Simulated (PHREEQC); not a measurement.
Solution (36 °C): 0.002 mol K2CO3, 6.8e-07 mol H4SiO4 and 0.0028 mol KH2PO4 per kg of water. Closed to the air; pH follows from the charge balance.

All values are PHREEQC results (ion-association model, phreeqc.dat), not measurements.

Precipitation was switched off in this run.

Order these C species by the share of C that they hold, largest first: CO2, HCO3-, CO3-2.

HCO3- (95 %), CO2 (5.2 %), CO3-2 (0.24 %)

Order these P species by the share of P that they hold, largest first: KHPO4-, HPO4-2, H2PO4-.

HPO4-2 (74 %), H2PO4- (25 %), KHPO4- (0.66 %)

The pH is 7.53 and the ionic strength 0.00887 mol/kgw. Constants without temperature data keep their 25 °C values here.
